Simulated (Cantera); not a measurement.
## Stirred combustor or abatement burner

A perfectly stirred reactor is fed with 6.65 % C₃H₈, 19.5 % O₂, 73.8 % N₂, equivalence ratio 1.7, at 1.01 bar; it is adiabatic with a 450 K inlet, and is followed from long to short residence time, starting on the burning branch (τ in s: 0.091, 0.034, 0.012, 0.0046, 0.0017, 0.00063, 0.00023, 8.6e-05, 3.2e-05).

Model: GRI-Mech 3.0 (53 species, 325 reactions), integrated in Cantera. GRI-Mech 3.0 was tuned for natural gas; its chemistry of propane as a main component is partial and can be far from experiment.

| τ (s) | T (K) | x C₃H₈ | x O₂ | x H₂O | x C₂H₆ | x H |
|---|---|---|---|---|---|---|
| 0.091 | 1940 | 1.40e-6 | 0.000220 | 0.127 | 5.67e-7 | 0.000625 |
| 0.034 | 1940 | 3.33e-6 | 0.000461 | 0.129 | 1.37e-6 | 0.000788 |
| 0.012 | 1935 | 8.15e-6 | 0.000964 | 0.132 | 3.12e-6 | 0.00105 |
| 0.0046 | 1924 | 1.85e-5 | 0.00188 | 0.133 | 6.36e-6 | 0.00137 |
| 0.0017 | 1900 | 4.53e-5 | 0.00387 | 0.135 | 1.42e-5 | 0.00173 |
| 0.00063 | 1839 | 0.000135 | 0.00924 | 0.134 | 4.44e-5 | 0.00187 |
| 0.00023 | 450 | 0.0665 | 0.195 | <1e-12 | <1e-12 | <1e-12 |
| 8.6e-5 | 450 | 0.0665 | 0.195 | <1e-12 | <1e-12 | <1e-12 |
| 3.2e-5 | 450 | 0.0665 | 0.195 | <1e-12 | <1e-12 | <1e-12 |
x: mole fraction; the columns are a selection and need not sum to one.
